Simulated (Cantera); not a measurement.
Mixture: CH4 : O2 : N2 = 1 : 1.54 : 5.78 (molar parts), equivalence ratio 1.3, at 2000000 Pa, adiabatic and at constant volume. Ignition delay is the time to a rise of 400 K.

Model: GRI-Mech 3.0 (53 species, 325 reactions), integrated in Cantera. The pressure lies above the range GRI-Mech 3.0 was tuned for (to about 10 atm).

### Question
Predict: delay at 1298 K; delay at 1498 K; delay at 1698 K; delay at 1898 K; apparent activation energy between 1798 and 1998 K.

### Answer
```
Quantity                                                 Value
--------------------------------------------------  ----------
delay at 1298 K                                       0.759 ms
delay at 1498 K                                       0.104 ms
delay at 1698 K                                        18.9 µs
delay at 1898 K                                        4.57 µs
apparent activation energy between 1798 and 1998 K  190 kJ/mol
```
